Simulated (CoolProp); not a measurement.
Vapour-liquid equilibrium of R114 (1) + n-pentane (2) at 327.9 K; x and y are mole fractions of (1).

Values from CoolProp's multi-fluid Helmholtz-energy mixture model, Platzer 1990 and Thol 2019; pair parameters Bell 2016. This equation is an older, rougher fit; its heat capacities, sound speeds and derivatives of the liquid may be far off and weren't checked against measurements.

```json
[
 {"x": "0.05", "bubble pressure (bar)": "2.126", "y at the bubble point": "0.168", "dew pressure at overall composition x (bar)": "1.917", "liquid density (mol/L)": "8.163"},
 {"x": "0.2", "bubble pressure (bar)": "2.859", "y at the bubble point": "0.456", "dew pressure at overall composition x (bar)": "2.190", "liquid density (mol/L)": "8.106"},
 {"x": "0.35", "bubble pressure (bar)": "3.440", "y at the bubble point": "0.611", "dew pressure at overall composition x (bar)": "2.544", "liquid density (mol/L)": "8.053"},
 {"x": "0.5", "bubble pressure (bar)": "3.910", "y at the bubble point": "0.715", "dew pressure at overall composition x (bar)": "3.009", "liquid density (mol/L)": "8.005"},
 {"x": "0.65", "bubble pressure (bar)": "4.307", "y at the bubble point": "0.799", "dew pressure at overall composition x (bar)": "3.612", "liquid density (mol/L)": "7.966"},
 {"x": "0.8", "bubble pressure (bar)": "4.657", "y at the bubble point": "0.879", "dew pressure at overall composition x (bar)": "4.311", "liquid density (mol/L)": "7.942"},
 {"x": "0.95", "bubble pressure (bar)": "4.971", "y at the bubble point": "0.967", "dew pressure at overall composition x (bar)": "4.918", "liquid density (mol/L)": "7.938"}
]
```

No azeotrope shows between x = 0.05 and 0.95.

Pair parameters are fitted to limited data, so mixtures are less certain than the pure fluids.
